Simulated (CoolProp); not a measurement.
Properties of acetone along the isobar 51 bar.

Model: reference Helmholtz-energy equation of state, Lemmon 2006, in CoolProp. It is a short technical equation, of lower accuracy than the large ones.

| T (K) | phase | cp (kJ/(kg K)) | speed of sound (m/s) | isothermal compressibility (1/MPa) | fugacity coefficient |
|---|---|---|---|---|---|
| 458.5 | liquid | 2.838 | ___ | 0.01041 | 0.3423 |
| 471.5 | liquid | ___ | 437.4 | 0.01483 | 0.4027 |
| 484.6 | liquid | 3.236 | ___ | 0.02366 | 0.4672 |
| 497.7 | liquid | 3.761 | 285.3 | 0.04850 | 0.5340 |
| 510.8 | supercritical | 8.131 | 162.7 | 0.3741 | 0.6003 |
| 523.8 | supercritical | 5.348 | ___ | 0.6135 | 0.6464 |
| 536.9 | supercritical | 3.649 | 187.4 | ___ | 0.6790 |
| 550 | supercritical | 3.126 | 203.8 | ___ | 0.7063 |

Question: Some entries are withheld; supply them.

Answer: 
- 458.5, speed of sound (m/s): 501.0
- 471.5, cp (kJ/(kg K)): 2.992
- 484.6, speed of sound (m/s): 367.5
- 523.8, speed of sound (m/s): 164.0
- 536.9, isothermal compressibility (1/MPa): 0.4098
- 550, isothermal compressibility (1/MPa): 0.3428

The peak of cp marks the crossing from liquid-like to gas-like fluid above the critical point.
